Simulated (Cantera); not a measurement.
**Hydrocarbon pyrolysis for carbon deposition**

An isothermal, constant-pressure homogeneous reactor starts with C₂H₆ : N₂ = 1 : 0.73 (molar parts), at 2000 K and 13300 Pa.

Model: GRI-Mech 3.0 (53 species, 325 reactions), integrated in Cantera. GRI-Mech 3.0 stops at C3 and has no aromatics, soot or wall deposition, so with more carbon than oxygen in the feed, carbon stays in small species such as C2H2 where larger ones or solid carbon would form.

| t (s) | x C₂H₆ | x HCN | x CH₃ | x CH₄ | x C₂H | x H |
|---|---|---|---|---|---|---|
| 0.00100 | 4.79e-5 | 4.42e-6 | 0.00513 | 0.0641 | 1.95e-5 | 0.00196 |
| 0.00314 | 1.09e-5 | 5.98e-6 | 0.00255 | 0.0283 | 2.25e-5 | 0.00234 |
| 0.00988 | 1.15e-6 | 9.40e-6 | 0.000879 | 0.00818 | 2.72e-5 | 0.00288 |
| 0.0311 | 8.22e-8 | 1.48e-5 | 0.000242 | 0.00204 | 3.01e-5 | 0.00321 |
| 0.0977 | 9.66e-9 | 2.11e-5 | 7.86e-5 | 0.000650 | 3.06e-5 | 0.00327 |
| 0.307 | 4.64e-9 | 3.10e-5 | 4.99e-5 | 0.000413 | 3.07e-5 | 0.00328 |
| 0.965 | 4.53e-9 | 5.89e-5 | 4.92e-5 | 0.000406 | 3.07e-5 | 0.00328 |
| 3.04 | 4.53e-9 | 0.000147 | 4.92e-5 | 0.000406 | 3.07e-5 | 0.00328 |
| 9.54 | 4.53e-9 | 0.000420 | 4.92e-5 | 0.000406 | 3.07e-5 | 0.00328 |
| 30.0 | 4.52e-9 | 0.00126 | 4.91e-5 | 0.000406 | 3.06e-5 | 0.00328 |
x: mole fraction; the columns are a selection and need not sum to one.

Equilibrium at this temperature and pressure: C₂H₆ 3.58e-9, HCN 0.116, CH₃ 4.38e-5, CH₄ 0.000362, C₂H 2.40e-5, H 0.00328 (gas phase only).
